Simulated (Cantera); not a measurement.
A Cantera script and its output.

```python
import numpy as np
import cantera as ct

gas = ct.Solution("h2o2.yaml")
gas.TPX = 600, 270000, {'H2': 1, 'O2': 0.515, 'N2': 1.5}
flame = ct.FreeFlame(gas, width=0.02)
flame.set_refine_criteria(ratio=3, slope=0.08, curve=0.16)
flame.transport_model = "mixture-averaged"
flame.solve(loglevel=0, auto=True)
z, T = flame.grid, flame.T
thick = (T[-1] - T[0]) / np.gradient(T, z).max()
show = ['H2', 'O2', 'H2O', 'OH', 'O', 'H2O2']
print(f"laminar burning velocity  {flame.velocity[0] * 100:.3f} cm/s")
print(f"burnt temperature         {T[-1]:.1f} K")
print(f"thermal thickness         {thick * 1e3:.4f} mm")
print(f"grid points               {len(z)}")
z0 = z[flame.heat_release_rate.argmax()]
print(f"{'z/mm':>9s}{'T/K':>9s}{'u/(m/s)':>9s}" + "".join(f"{s:>11s}" for s in show))
rows = []
for k in (-3, -2, -1.5, -1, -0.5, -0.25, 0, 0.25, 0.5, 1, 2, 4, 8):
    zz = z0 + k * thick
    rows.append([k * thick, np.interp(zz, z, T), np.interp(zz, z, flame.velocity),
                 *(np.interp(zz, z, flame.X[gas.species_index(s)]) for s in show)])
    print(f"{rows[-1][0] * 1e3:9.3f}{rows[-1][1]:9.1f}{rows[-1][2]:9.3f}" + "".join(f"{x:11.3e}" for x in rows[-1][3:]))
```

It prints:

```
laminar burning velocity  926.956 cm/s
burnt temperature         2707.7 K
thermal thickness         0.1197 mm
grid points               124
     z/mm      T/K  u/(m/s)         H2         O2        H2O         OH          O       H2O2
   -0.359    600.0    9.270  3.317e-01  1.708e-01  2.488e-12  3.069e-16  8.786e-15  3.958e-15
   -0.239    600.0    9.270  3.317e-01  1.708e-01  4.466e-10  1.166e-13  3.335e-12  1.049e-12
   -0.180    600.0    9.269  3.317e-01  1.708e-01  4.857e-09  1.775e-12  5.062e-11  1.371e-11
   -0.120    600.1    9.269  3.316e-01  1.708e-01  3.156e-07  2.174e-10  4.439e-09  1.393e-09
   -0.060    615.7    9.448  3.263e-01  1.716e-01  5.071e-04  3.042e-05  5.900e-06  4.045e-06
   -0.030    856.9   12.742  2.874e-01  1.676e-01  2.109e-02  1.270e-03  4.054e-04  4.330e-05
    0.000   1362.1   19.464  1.780e-01  1.253e-01  1.168e-01  5.520e-03  6.139e-03  1.465e-05
    0.030   1726.0   24.300  8.479e-02  6.264e-02  2.253e-01  1.521e-02  1.379e-02  4.283e-06
    0.060   1908.2   26.648  5.955e-02  4.066e-02  2.617e-01  2.119e-02  1.552e-02  2.504e-06
    0.120   2099.2   28.977  5.272e-02  3.213e-02  2.803e-01  2.508e-02  1.365e-02  1.457e-06
    0.239   2287.9   31.163  4.800e-02  2.733e-02  2.970e-01  2.641e-02  1.024e-02  9.712e-07
    0.479   2460.0   33.072  4.111e-02  2.283e-02  3.151e-01  2.554e-02  6.993e-03  7.607e-07
    0.958   2597.6   34.543  3.346e-02  1.895e-02  3.319e-01  2.314e-02  4.552e-03  7.052e-07
```

Detailed kinetics in Cantera: the H2/O2 subset of GRI-Mech 3.0, which has no nitrogen chemistry. The hydrogen kinetics of GRI-Mech 3.0 are dated; newer H2 mechanisms differ, most at raised pressure. Burning velocities carry a grid error of a few per cent, more on coarse grids.
